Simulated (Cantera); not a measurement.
A Cantera script and its output.

```python
import numpy as np
import cantera as ct

gas = ct.Solution("SiF4_NH3_mec.yaml", "gas")
gas.TPX = 1875, 2666, {'NH3': 1, 'H2': 0.12, 'N2': 0.0017}
reactor = ct.IdealGasConstPressureReactor(gas, energy="off", clone=False)
net = ct.ReactorNet([reactor])
net.rtol, net.atol = 1e-08, 1e-18
show = ['NH3', 'H2', 'NH2', 'N2H2', 'N', 'N2H4', 'N2']
times = np.geomspace(2e-06, 50, 12)

steps = ct.SolutionArray(gas, extra=["t"])
rows = []
print(f"{'t/s':>10s}{'T/K':>9s}{'P/Pa':>11s}" + "".join(f"{s:>11s}" for s in show))
for t in times:
    while net.time < t:
        t_next = net.step()
        steps.append(gas.state, t=t_next)
    rows.append([np.interp(t, steps.t, y) for y in (steps.T, steps.P, *steps(*show).X.T)])
    print(f"{t:10.3e}{rows[-1][0]:9.1f}{rows[-1][1]:11.4g}" + "".join(f"{x:11.3e}" for x in rows[-1][2:]))
rate = np.gradient(steps.T, steps.t)
print("integrator steps:", len(steps.t))
if steps.T.max() > steps.T[0] + 200:
    print(f"time of steepest temperature rise: {steps.t[rate.argmax()]:.4e} s")
gas.TPX = 1875, 2666, {'NH3': 1, 'H2': 0.12, 'N2': 0.0017}
gas.equilibrate("TP")
print(f"equilibrium (TP): T = {gas.T:.1f} K  " + "  ".join(f"{s} {gas[s].X[0]:.3e}" for s in show))
```

Output:

```
       t/s      T/K       P/Pa        NH3         H2        NH2       N2H2          N       N2H4         N2
 2.000e-06   1875.0       2666  8.915e-01  1.070e-01  1.536e-07  1.216e-15  2.449e-20  6.310e-17  1.516e-03
 9.410e-06   1875.0       2666  8.915e-01  1.070e-01  9.396e-07  2.102e-13  1.796e-17  9.149e-15  1.516e-03
 4.427e-05   1875.0       2666  8.915e-01  1.070e-01  4.867e-06  2.564e-11  7.063e-15  6.103e-13  1.516e-03
 2.083e-04   1875.0       2666  8.915e-01  1.070e-01  2.334e-05  1.878e-09  3.600e-12  1.852e-11  1.516e-03
 9.799e-04   1875.0       2666  8.913e-01  1.070e-01  1.097e-04  7.538e-08  8.942e-10  4.347e-10  1.516e-03
 4.610e-03   1875.0       2666  8.906e-01  1.073e-01  4.828e-04  2.198e-06  6.133e-08  8.511e-09  1.562e-03
 2.169e-02   1875.0       2666  8.837e-01  1.122e-01  8.147e-04  7.341e-06  2.260e-07  2.427e-08  3.237e-03
 1.020e-01   1875.0       2666  8.494e-01  1.374e-01  7.881e-04  6.862e-06  2.575e-07  2.271e-08  1.229e-02
 4.801e-01   1875.0       2666  7.109e-01  2.394e-01  6.883e-04  5.102e-06  3.455e-07  1.732e-08  4.881e-02
 2.259e+00   1875.0       2666  3.543e-01  5.021e-01  4.262e-04  1.847e-06  4.525e-07  6.638e-09  1.429e-01
 1.063e+01   1875.0       2666  4.258e-02  7.316e-01  9.833e-05  1.259e-07  4.392e-07  3.525e-10  2.251e-01
 5.000e+01   1875.0       2666  4.687e-05  7.604e-01  5.991e-07  1.232e-11  8.430e-08  1.278e-14  2.360e-01
integrator steps: 1443
equilibrium (TP): T = 1875.0 K  NH3 2.145e-07  H2 7.604e-01  NH2 2.753e-09  N2H2 6.169e-15  N 3.905e-10  N2H4 2.775e-19  N2 2.360e-01
```

Detailed kinetics in Cantera: the gas-phase N/H chemistry of the illustrative SiF4/NH3 mechanism in the Surface Chemkin manual (1991). Walls and surfaces, which speed up NH3 decomposition in real reactors, are not modelled.
